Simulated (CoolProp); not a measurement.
Vapour-liquid equilibrium of R245fa (1) + isopentane (2) at 81.65 °C; x and y are mole fractions of (1).

The numbers come from the multi-fluid Helmholtz-energy mixture model, Akasaka 2015 and Lemmon 2006; pair parameters Bell 2016 in CoolProp.

| x | bubble pressure, mixture model (MPa) | bubble pressure, Raoult's law (MPa) | y, mixture model | y, Raoult's law |
|---|---|---|---|---|
| 0.05 | 0.5616 | 0.4933 | 0.172 | 0.083 |
| 0.125 | 0.6692 | 0.5193 | 0.334 | 0.198 |
| 0.2 | 0.7539 | 0.5452 | 0.436 | 0.302 |
| 0.275 | 0.8184 | 0.5712 | 0.506 | 0.396 |
| 0.35 | 0.8663 | 0.5972 | 0.557 | 0.482 |
| 0.425 | 0.9010 | 0.6231 | 0.597 | 0.561 |
| 0.5 | 0.9254 | 0.6491 | 0.630 | 0.633 |
| 0.575 | 0.9418 | 0.6750 | 0.660 | 0.700 |
| 0.65 | 0.9516 | 0.7010 | 0.689 | 0.762 |
| 0.725 | 0.9545 | 0.7269 | 0.721 | 0.820 |
| 0.8 | 0.9486 | 0.7529 | 0.760 | 0.874 |
| 0.875 | 0.9279 | 0.7789 | 0.815 | 0.924 |
| 0.95 | 0.8801 | 0.8048 | 0.904 | 0.970 |

The largest gap from Raoult's law is +45.1 % in bubble pressure, at x = 0.35. y crosses x between x = 0.65 and 0.725: the model has an azeotrope there.

The pair parameters rest on a limited set of measurements; away from them the model extrapolates.
